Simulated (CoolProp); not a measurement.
The numbers come from the reference Helmholtz-energy equation of state, Aleksandrov 2011 in CoolProp. It is a short technical equation, of lower accuracy than the large ones.

Task: For n-undecane, give the phase and the Z, cp (kJ/(kg K)) at 254.25 °C and 0.704 MPa; 309.75 °C and 0.704 MPa.

Result: 
- 254.25 °C and 0.704 MPa: liquid; Z 0.0463, cp 3.14
- 309.75 °C and 0.704 MPa: gas; Z 0.769, cp 3.02
